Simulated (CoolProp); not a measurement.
Dimethyl ether along the isobar 3470 kPa: fugacity coefficient from the reference equation and from simpler models built on Tc = 400.4 K, pc = 5337 kPa, ω = 0.196; each cubic takes its own stable root.

The numbers come from the reference Helmholtz-energy equation of state, Wu 2011 in CoolProp.

```json
[
 {"T (K)": "261.9", "phase": "liquid", "reference": "0.05317", "Redlich-Kwong": "0.07775", "Peng-Robinson": "0.05354"},
 {"T (K)": "284.4", "phase": "liquid", "reference": "0.1122", "Redlich-Kwong": "0.1525", "Peng-Robinson": "0.1128"},
 {"T (K)": "306.8", "phase": "liquid", "reference": "0.2053", "Redlich-Kwong": "0.2608", "Peng-Robinson": "0.2065"},
 {"T (K)": "329.3", "phase": "liquid", "reference": "0.3374", "Redlich-Kwong": "0.4025", "Peng-Robinson": "0.3394"},
 {"T (K)": "351.8", "phase": "liquid", "reference": "0.5066", "Redlich-Kwong": "0.5706", "Peng-Robinson": "0.5089"},
 {"T (K)": "374.3", "phase": "liquid", "reference": "0.7045", "Redlich-Kwong": "0.7363", "Peng-Robinson": "0.7031"},
 {"T (K)": "396.7", "phase": "gas", "reference": "0.7691", "Redlich-Kwong": "0.7792", "Peng-Robinson": "0.7599"},
 {"T (K)": "419.2", "phase": "gas", "reference": "0.8080", "Redlich-Kwong": "0.8128", "Peng-Robinson": "0.7978"},
 {"T (K)": "441.7", "phase": "gas", "reference": "0.8380", "Redlich-Kwong": "0.8399", "Peng-Robinson": "0.8285"},
 {"T (K)": "464.1", "phase": "gas", "reference": "0.8619", "Redlich-Kwong": "0.8621", "Peng-Robinson": "0.8537"},
 {"T (K)": "486.6", "phase": "gas", "reference": "0.8814", "Redlich-Kwong": "0.8806", "Peng-Robinson": "0.8749"}
]
```

At some of these states Redlich-Kwong gives the other phase, because its saturation line lies elsewhere.
